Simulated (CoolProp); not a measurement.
Methanol along the isobar 4880 kPa: fugacity coefficient from the reference equation and from simpler models built on Tc = 513.4 K, pc = 8216 kPa, ω = 0.565; each cubic takes its own stable root.

Computed with CoolProp (reference Helmholtz-energy equation of state, de Reuck 1993).

```tsv
T (K)	phase	reference	van der Waals	Soave-Redlich-Kwong
395.8	liquid	0.1349	0.4766	0.1454
427.8	liquid	0.2827	0.6313	0.3054
459.8	liquid	0.5117	0.7682	0.5439
491.9	gas	0.7566	0.8048	0.7667
523.9	gas	0.8219	0.8334	0.8191
555.9	gas	0.8616	0.8565	0.8588
588	gas	0.8871	0.8755	0.8900
620	gas	0.9034	0.8914	0.9146
```

At some of these states van der Waals gives the other phase, because its saturation line lies elsewhere.
